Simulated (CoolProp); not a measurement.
Properties of ethane along the isobar 4.46 MPa (Tc = 305.3 K, pc = 4.872 MPa, ω = 0.099).

The numbers come from the reference Helmholtz-energy equation of state, Bücker 2006 in CoolProp.

| T (K) | phase | cv (kJ/(kg K)) | isothermal compressibility (1/MPa) | viscosity (µPa s) | conductivity (mW/(m K)) |
|---|---|---|---|---|---|
| 287.6 | liquid | 1.679 | 0.02611 | 50.2 | 83.0 |
| 292.9 | liquid | 1.724 | 0.04189 | 45.1 | 78.0 |
| 298.3 | liquid | 1.809 | 0.09744 | 38.8 | 72.7 |
| 303.7 | gas | 1.921 | 0.7896 | 13.6 | 40.3 |
| 309.1 | gas | 1.813 | 0.5259 | 12.9 | 35.1 |
| 314.5 | gas | 1.776 | 0.4387 | 12.7 | 33.4 |
| 319.8 | gas | 1.762 | 0.3929 | 12.6 | 32.6 |
| 325.2 | gas | 1.757 | 0.3630 | 12.5 | 32.3 |
| 330.6 | gas | 1.759 | 0.3420 | 12.5 | 32.3 |
| 336 | gas | 1.765 | 0.3263 | 12.6 | 32.4 |
| 341.4 | gas | 1.774 | 0.3140 | 12.6 | 32.7 |
| 346.7 | gas | 1.785 | 0.3043 | 12.7 | 33.1 |
| 352.1 | gas | 1.798 | 0.2962 | 12.7 | 33.5 |

Viscosity comes from a separate model (Friend 1991). Thermal conductivity comes from a separate model (Friend 1991).
